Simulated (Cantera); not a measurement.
Feed: 1 mol TiC, 0.015 mol H₂, at 2502 °C and 10.0 Torr.

These are equilibrium values from Cantera (NASA tables, ideal gas, pure condensed phases), not measurements of a reactor. Candidate condensed phases: C, C₆H₆, C₇H₈, C₈H₁₈, Ti, TiC; 77 gas species. TiC: taken at fixed stoichiometry. Kinetics and transport are ignored.

Base state: H₂ 0.522, H 0.468, Ti 0.00654, C₂H₂ (acetylene) 0.00267, C₂H 0.000290, C 0.000153, C₃ 0.000118, C₂ 2.82e-5 (mole fractions); condensed: TiC(s).

**Question.** What changes in the equilibrium state with this change: temperature from 2502 °C to 1700 °C?

**Answer.** 
```
species        before    after
-----------  --------  -------
H₂              0.522    0.988
H               0.468   0.0116
Ti            0.00654  1.20e-6
C₂H          0.000290    <1e-9
C            0.000153    <1e-9
TiC(s), mol     1.000     1.00
```

**Question.** What changes in the equilibrium state with this change: pressure from 10.0 Torr to 0.00900 Torr?

**Answer.** 
| species | before | after |
|---|---|---|
| Ti | 0.00654 | 0.642 |
| C | 0.000153 | 0.172 |
| C₃ | 0.000118 | 0.135 |
| H₂ | 0.522 | 7.93e-7 |
| H | 0.468 | 0.0192 |
| C₂ | 2.82e-5 | 0.0318 |
| C₂H₂ (acetylene) | 0.00267 | 4.13e-9 |
| C₅ | 1.73e-7 | 0.000201 |
| TiC(s), mol | 1.000 | 0 |

**Question.** What changes in the equilibrium state with this change: temperature from 2502 °C to 1250 °C?

**Answer.** 
| species | before | after |
|---|---|---|
| H₂ | 0.522 | 1.000 |
| H | 0.468 | 0.000200 |
| Ti | 0.00654 | 2.92e-9 |
| C₂H₂ (acetylene) | 0.00267 | <1e-9 |
| C₂H | 0.000290 | <1e-9 |
| C | 0.000153 | <1e-9 |
| C₃ | 0.000118 | <1e-9 |
| C₂ | 2.82e-5 | <1e-9 |
| TiC(s), mol | 1.000 | 1.00 |
